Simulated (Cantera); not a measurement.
Input: 1 mol B2H6, 7.4 mol O2, held at 36.8 Torr.

Method: chemical equilibrium by Gibbs-energy minimisation in Cantera with the NASA 1993 tables (ideal gas, pure condensed phases). Candidate condensed phases: B, B2O3, B3O3H3, H2O; 23 gas species. The feed counts by its element totals alone. Gases not in the tables: H3BO3. The numbers say what is thermodynamically allowed, not how fast it happens.

x: gas mole fraction; n: condensed amount in mol.

| T (K) | x O2 | x H2O | x HBO2 | x (HBO2)3 | x OH | x B2O3 | x BO2 | n B2O3(l) |
|---|---|---|---|---|---|---|---|---|
| 925 | 0.595 | 0.402 | 1.36e-5 | 0.00236 | 1.30e-7 | 1.39e-12 | 6.06e-12 | 0.974 |
| 975 | 0.595 | 0.403 | ? | ? | ? | ? | ? | 0.980 |
| 1025 | 0.595 | 0.404 | 0.000125 | 0.00140 | 1.03e-6 | 2.20e-10 | 4.23e-10 | 0.984 |
| 1075 | 0.595 | 0.404 | 0.000323 | 0.00111 | 2.49e-6 | 1.91e-9 | 2.61e-9 | 0.987 |
| 1125 | 0.595 | 0.404 | ? | ? | ? | ? | ? | 0.987 |
| 1175 | 0.594 | 0.403 | 0.00166 | 0.000729 | 1.17e-5 | 8.14e-8 | 6.18e-8 | 0.986 |
| 1225 | 0.594 | 0.402 | 0.00338 | 0.000602 | 2.31e-5 | 4.18e-7 | 2.47e-7 | 0.981 |
| 1275 | 0.593 | 0.400 | 0.00647 | 0.000502 | 4.31e-5 | 1.88e-6 | 8.80e-7 | 0.970 |
| 1325 | 0.591 | 0.397 | 0.0118 | 0.000420 | 7.65e-5 | 7.48e-6 | 2.85e-6 | 0.952 |

### Question
Fill in the missing entries.

### Answer

- 1125, x HBO2: 0.000760
- 1125, x (HBO2)3: 0.000892
- 1125, x OH: 5.59e-6
- 1125, x B2O3: 1.36e-8
- 1125, x BO2: 1.36e-8
- 975, x HBO2: 4.39e-5
- 975, x (HBO2)3: 0.00179
- 975, x OH: 3.86e-7
- 975, x B2O3: 2.00e-11
- 975, x BO2: 5.66e-11
